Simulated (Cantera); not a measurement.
# Moist CO burnout

An isothermal, constant-pressure homogeneous reactor starts with CO : O₂ : H₂O : N₂ = 0.0067 : 0.085 : 0.0013 : 1 (molar parts), equivalence ratio 0.039, at 1325 K and 13300 Pa.

Cantera simulation using GRI-Mech 3.0 (53 species, 325 reactions); the numbers are that mechanism's predictions, not measurements.

```
t (s)         x CO    x O₂    x H₂O     x HO₂       x O      x NO     x CO₂
--------  --------  ------  -------  --------  --------  --------  --------
0.000300   0.00613  0.0778  0.00119  2.54e-11   5.62e-9    <1e-12   5.68e-9
0.000705   0.00613  0.0778  0.00119  6.02e-11   1.33e-8    <1e-12   1.36e-8
0.00166    0.00613  0.0778  0.00119  1.64e-10   3.32e-8    <1e-12   3.50e-8
0.00389    0.00613  0.0778  0.00119  7.66e-10   1.12e-7    <1e-12   1.25e-7
0.00915    0.00613  0.0778  0.00119   1.13e-8   1.21e-6    <1e-12   1.40e-6
0.0215     0.00587  0.0775  0.00117   3.33e-7  0.000216  1.09e-10  0.000258
0.0505     0.00128  0.0745  0.00102   8.17e-7   0.00191   2.28e-7   0.00486
0.119     0.000101  0.0748  0.00114   3.97e-7  0.000378   5.20e-7   0.00605
0.279      1.25e-5  0.0749  0.00118   1.26e-7   5.63e-5   5.95e-7   0.00614
0.656      1.95e-6  0.0749  0.00119   3.44e-8   1.03e-5   6.23e-7   0.00615
1.54       3.48e-7  0.0749  0.00119   9.37e-9   2.40e-6   6.34e-7   0.00615
3.62       7.76e-8  0.0749  0.00119   3.18e-9   7.30e-7   6.39e-7   0.00615
8.51       2.63e-8  0.0749  0.00119   1.74e-9   3.12e-7   6.41e-7   0.00615
20.0       1.62e-8  0.0749  0.00119   1.46e-9   2.15e-7   6.42e-7   0.00615
```
x: mole fraction; the columns are a selection and need not sum to one.

Equilibrium at this temperature and pressure: CO 1.55e-8, O₂ 0.0748, H₂O 0.00119, HO₂ 1.44e-9, O 2.08e-7, NO 0.000301, CO₂ 0.00615 (gas phase only).
